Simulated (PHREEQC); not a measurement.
Make-up at 14 °C and 300 atm: 0.031 mol HF, 0.00064 mol NH4HF2 and 0.00021 mol H4SiO4 per kg of water. Closed to the air; pH follows from the charge balance.

Model: ion-association model, phreeqc.dat, run in PHREEQC.

No solid was allowed to form.

Task: What pH, ionic strength does the model give?

Result: pH 2.30; ionic strength 0.00623 mol/kgw.

Task: In which forms is F present?

Result: HF 78 %, F- 16 %, SiF6-2 3.9 %, HF2- 2.5 % of the F.

Under pressure, the constants of complexes without a molar volume in the database are unreliable. Away from 25 °C the constants follow the database's enthalpies or fits; those with neither stay at their 25 °C values. SiF6-2 is the database's only silicon fluoride.
